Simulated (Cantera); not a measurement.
# Equilibrium for silicates and aluminates: SiO2 + Al2O3 + H2

Feed: 1 mol SiO2, 0.22 mol Al2O3, 25 mol H2, held at 750 Torr.

Equilibrium computed with Cantera from the NASA thermochemical tables; the gas is ideal and each condensed phase is pure. Candidate condensed phases: Al, Al2O3, Al2SiO5, Al6Si2O13, H2O, Si, SiO2; 28 gas species. Mutual solubility and eutectic melting of coexisting phases are not modelled. The tables hold silica as quartz up to 1696 K and as liquid above; real silica turns to tridymite and cristobalite and melts near 1996 K. Condensed phases not in the tables: alloys, solid solutions and most ternary compounds. Gases not in the tables: Si(OH)4. Kinetics and transport are ignored.

```tsv
T (°C)	x H2	x SiO	x H2O	x H	x OH	x SiO2	n Al2SiO5(andalusite)	n SiO2(β-quartz)	n Al6Si2O13(mullite)	n SiO2(condensed)	n SiO2(l)
925	1.000	1.30e-7	2.18e-7	1.90e-7	<1e-12	<1e-12	0.220	0.780	0	0	0
1025	1.000	1.37e-6	1.43e-6	1.07e-6	<1e-12	<1e-12	0	0.853	0.0733	0	0
1125	1.000	8.46e-6	8.50e-6	4.73e-6	<1e-12	<1e-12	0	0.853	0.0733	0	0
1225	1.000	4.02e-5	4.02e-5	1.72e-5	1.96e-11	2.01e-12	0	0.852	0.0733	0	0
1325	1.000	0.000156	0.000156	5.32e-5	3.24e-10	3.90e-11	0	0.849	0.0733	0	0
1425	0.999	0.000514	0.000514	0.000145	3.82e-9	5.32e-10	0	0	0.0733	0.840	0
1525	0.997	0.00145	0.00145	0.000352	3.36e-8	5.22e-9	0	0	0.0733	0.817	0
1625	0.992	0.00364	0.00364	0.000778	2.34e-7	3.99e-8	0	0	0.0733	0.762	0
1725	0.982	0.00828	0.00828	0.00159	1.33e-6	2.47e-7	0	0	0.0733	0	0.644
1825	0.963	0.0172	0.0172	0.00302	6.41e-6	1.27e-6	0	0	0.0733	0	0.414
```
x: gas mole fraction; n: condensed amount in mol.

At 925 °C the condensed part is Al2SiO5(andalusite) + SiO2(β-quartz). From 1025 °C to 1325 °C the condensed part is Al6Si2O13(mullite) + SiO2(β-quartz). From 1425 °C to 1625 °C the condensed part is Al6Si2O13(mullite) + SiO2(condensed). From 1725 °C to 1825 °C the condensed part is Al6Si2O13(mullite) + SiO2(l).
